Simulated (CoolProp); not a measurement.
Values from CoolProp's reference Helmholtz-energy equation of state, Lemmon 2003. It is a pseudo-pure fit of the blend.

For R507A, give the phase and the density (kg/m³), cv (kJ/(kg K)), Joule-Thomson coefficient (K/MPa), viscosity (µPa s) at 248 K and 1.01 bar; 259.4 K and 1.01 bar.


- 248 K and 1.01 bar: gas; density 5.01, cv 0.699, Joule-Thomson coefficient 33.3, viscosity 10.0
- 259.4 K and 1.01 bar: gas; density 4.76, cv 0.717, Joule-Thomson coefficient 28.1, viscosity 10.5

Viscosity comes from a separate model (Geller 2000).
